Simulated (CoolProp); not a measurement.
Carbon dioxide along the isobar 38.5 bar: density (kg/m³) from the reference equation and from simpler models built on Tc = 304.1 K, pc = 73.77 bar, ω = 0.224; each cubic takes its own stable root.

Computed with CoolProp (reference Helmholtz-energy equation of state, Span 1996).

```tsv
T (K)	phase	reference	ideal gas	van der Waals	Redlich-Kwong	Soave-Redlich-Kwong	Peng-Robinson
287.4	gas	97.32	70.91	90.74	95.27	96.34	98.98
326	gas	74.10	62.51	73.37	74.39	73.85	75.38
364.7	gas	62.13	55.88	62.54	62.66	61.84	62.90
403.3	gas	54.21	50.53	54.90	54.73	53.88	54.66
441.9	gas	48.38	46.12	49.10	48.84	48.04	48.64
480.6	gas	43.83	42.40	44.51	44.23	43.49	43.97
519.2	gas	40.15	39.25	40.76	40.50	39.83	40.22
557.9	gas	37.09	36.53	37.63	37.39	36.79	37.11
596.5	gas	34.49	34.16	34.98	34.76	34.23	34.49
```
